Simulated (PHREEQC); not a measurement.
0.2 mol of Cerargyrite (AgCl) is brought to equilibrium with 1 kg of water, at 25 °C under several pressures of CO2. Oxygen is held at 0.21 atm. The run lets Cerargyrite, Ag2O, Ag2CO3 precipitate or redissolve, and no other solid.

Computed with PHREEQC (ion-association model, wateq4f.dat).

| log pCO2 (atm) | pH | dissolved Ag (mol/kgw) | dissolved Cl (mol/kgw) | CO2 (mol/kgw) |
|---|---|---|---|---|
| -5 | 6.40 | 1.37e-5 | 1.37e-5 | 3.40e-7 |
| -4.5 | 6.16 | 1.37e-5 | 1.37e-5 | 1.08e-6 |
| -4 | 5.91 | 1.37e-5 | 1.37e-5 | 3.40e-6 |
| -3.5 | 5.66 | 1.37e-5 | 1.37e-5 | 1.08e-5 |
| -3 | 5.41 | 1.37e-5 | 1.37e-5 | 3.40e-5 |
| -2.5 | 5.16 | 1.37e-5 | 1.37e-5 | 0.000108 |
| -2 | 4.91 | 1.37e-5 | 1.37e-5 | 0.000340 |
| -1.5 | 4.66 | 1.38e-5 | 1.38e-5 | 0.00108 |
| -1 | 4.41 | 1.38e-5 | 1.38e-5 | 0.00340 |
| -0.5 | 4.16 | 1.38e-5 | 1.38e-5 | 0.0108 |
| 0 | 3.91 | 1.38e-5 | 1.38e-5 | 0.0340 |

Complexes and solids missing from the database can't appear.
